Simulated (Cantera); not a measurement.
Input: 1 mol Al₂O₃, 0.39 mol Cl₂, 0.28 mol N₂, 0.71 mol HCl, at 10000 Pa.

Cantera equilibrium calculation (NASA polynomials, part measured and part estimated; ideal gas, pure solids and liquids). Candidate condensed phases: Al, AlCl₃, AlN, Al₂O₃, H₂O, NH₄Cl; 45 gas species. Condensed phases not in the tables: AlOCl. Rates play no part.

x: gas mole fraction; n: condensed amount in mol.

```json
[
 {"T (°C)": "602", "x HCl": "0.514", "x Cl₂": "0.283", "x N₂": "0.203", "x Cl": "7.74e-5", "x AlCl₃": "3.29e-5", "x O₂": "3.19e-8", "x H₂O": "…", "n Al₂O₃(s)": "1.000"},
 {"T (°C)": "652", "x HCl": "0.514", "x Cl₂": "0.282", "x N₂": "0.203", "x Cl": "0.000194", "x AlCl₃": "5.32e-5", "x O₂": "1.99e-7", "x H₂O": "…", "n Al₂O₃(s)": "1.000"},
 {"T (°C)": "702", "x HCl": "0.514", "x Cl₂": "0.282", "x N₂": "0.203", "x Cl": "0.000445", "x AlCl₃": "8.22e-5", "x O₂": "1.02e-6", "x H₂O": "…", "n Al₂O₃(s)": "1.000"},
 {"T (°C)": "752", "x HCl": "0.514", "x Cl₂": "0.282", "x N₂": "0.203", "x Cl": "0.000940", "x AlCl₃": "0.000123", "x O₂": "4.35e-6", "x H₂O": "…", "n Al₂O₃(s)": "1.000"},
 {"T (°C)": "802", "x HCl": "0.514", "x Cl₂": "0.281", "x N₂": "0.203", "x Cl": "0.00185", "x AlCl₃": "0.000182", "x O₂": "1.56e-5", "x H₂O": "…", "n Al₂O₃(s)": "1.000"},
 {"T (°C)": "852", "x HCl": "0.513", "x Cl₂": "0.280", "x N₂": "0.203", "x Cl": "0.00344", "x AlCl₃": "0.000272", "x O₂": "4.69e-5", "x H₂O": "…", "n Al₂O₃(s)": "1.000"},
 {"T (°C)": "902", "x HCl": "0.512", "x Cl₂": "0.279", "x N₂": "0.202", "x Cl": "0.00604", "x AlCl₃": "0.000413", "x O₂": "0.000118", "x H₂O": "…", "n Al₂O₃(s)": "1.000"},
 {"T (°C)": "952", "x HCl": "0.511", "x Cl₂": "0.276", "x N₂": "0.202", "x Cl": "0.0101", "x AlCl₃": "0.000638", "x O₂": "0.000256", "x H₂O": "…", "n Al₂O₃(s)": "1.000"},
 {"T (°C)": "1002", "x HCl": "0.509", "x Cl₂": "0.271", "x N₂": "0.201", "x Cl": "0.0163", "x AlCl₃": "0.000986", "x O₂": "0.000490", "x H₂O": "…", "n Al₂O₃(s)": "0.999"},
 {"T (°C)": "1052", "x HCl": "0.507", "x Cl₂": "0.265", "x N₂": "0.200", "x Cl": "0.0251", "x AlCl₃": "0.00150", "x O₂": "0.000852", "x H₂O": "0.000526", "n Al₂O₃(s)": "0.999"},
 {"T (°C)": "1102", "x HCl": "0.504", "x Cl₂": "0.256", "x N₂": "0.199", "x Cl": "0.0374", "x AlCl₃": "0.00223", "x O₂": "0.00138", "x H₂O": "0.000561", "n Al₂O₃(s)": "0.998"}
]
```

Q: Some entries are withheld; supply them.

A: 
- 602, x H₂O: 4.93e-5
- 652, x H₂O: 7.94e-5
- 702, x H₂O: 0.000121
- 752, x H₂O: 0.000176
- 802, x H₂O: 0.000241
- 852, x H₂O: 0.000312
- 902, x H₂O: 0.000380
- 952, x H₂O: 0.000438
- 1002, x H₂O: 0.000486
